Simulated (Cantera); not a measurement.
A closed system holds: 1 mol Fe(CO)5, 1.3 mol CO, 13 mol N2, equilibrated at 800 °C and 13300 Pa.

These are equilibrium values from Cantera (NASA tables, ideal gas, pure condensed phases), not measurements of a reactor. Candidate condensed phases: C, Fe, Fe(CO)5, FeO, Fe2O3, Fe3O4; 27 gas species. Condensed phases not in the tables: cementite and carbon dissolved in iron. Kinetics and transport are ignored.

Base state: N2 0.675, CO 0.323, CO2 0.00196 (mole fractions); condensed: C(graphite) + Fe(α).

**Question.** What changes in the equilibrium state with this change: pressure from 13300 Pa to 22000 Pa?

**Answer.** 
```tsv
species	before	after
N2	0.675	0.676
CO	0.323	0.321
CO2	0.00196	0.00319
C(graphite), mol	0.0378	0.0614
Fe(α), mol	1.00	1.00
```

**Question.** What changes in the equilibrium state with this change: pressure from 13300 Pa to 160 Pa?

**Answer.** 
| species | before | after |
|---|---|---|
| N2 | 0.675 | 0.674 |
| CO | 0.323 | 0.326 |
| CO2 | 0.00196 | 2.40e-5 |
| C(graphite), mol | 0.0378 | 0 |
| Fe(α), mol | 1.00 | 1.00 |
